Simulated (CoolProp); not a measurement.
Vapour pressure (kPa) of normal hydrogen: the reference equation beside estimates from Tc = -240.0 °C, pc = 1296 kPa, ω = -0.219. Clausius-Clapeyron is anchored at -247.65 °C with a constant enthalpy of vaporisation of 0.8110 kJ/mol.

Computed with CoolProp (reference Helmholtz-energy equation of state, Leachman 2009).

```csv
T (°C),reference,Lee-Kesler,Clausius-Clapeyron,van der Waals,Redlich-Kwong,Soave-Redlich-Kwong,Peng-Robinson
-249.55,235.5,235.7,261.8,283.3,130.7,236.2,243.3
-248.85,275.9,276.1,294.9,327.7,165.5,278.4,285.4
-248.25,314.3,314.3,324.8,369.2,200.3,318.4,325.3
-247.65,356.2,356.1,356.2,413.8,239.9,362.1,368.7
-246.95,409.9,409.7,394.5,470.1,292.6,417.9,424.1
-246.35,460.2,459.9,428.8,522.0,343.8,470.0,475.8
-245.75,514.7,514.3,464.4,577.4,400.8,526.2,531.5
-245.05,583.8,583.4,507.4,646.5,475.1,597.2,601.8
-244.45,648.1,647.6,545.6,709.7,545.7,662.8,666.8
-243.85,717.2,716.7,585.0,776.6,623.1,732.9,736.2
-243.15,804.3,803.9,632.2,859.3,722.3,820.5,823.1
-242.55,884.8,884.6,673.8,934.4,815.2,900.8,902.7
-241.95,971.1,971.2,716.4,1013,915.7,985.9,987.2
-241.25,1079,1080,767.3,1110,1043,1091,1092
-240.65,1180,1181,811.8,1198,1161,1187,1188
```

Absolute difference from the reference over all 15 rows, mean and median: Lee-Kesler 0.1 and 0.1 %, Clausius-Clapeyron 14.7 and 13.1 %, van der Waals 10.8 and 10.7 %, Redlich-Kwong 20.4 and 18.6 %, Soave-Redlich-Kwong 1.6 and 1.8 %, Peng-Robinson 2.7 and 3.1 %.
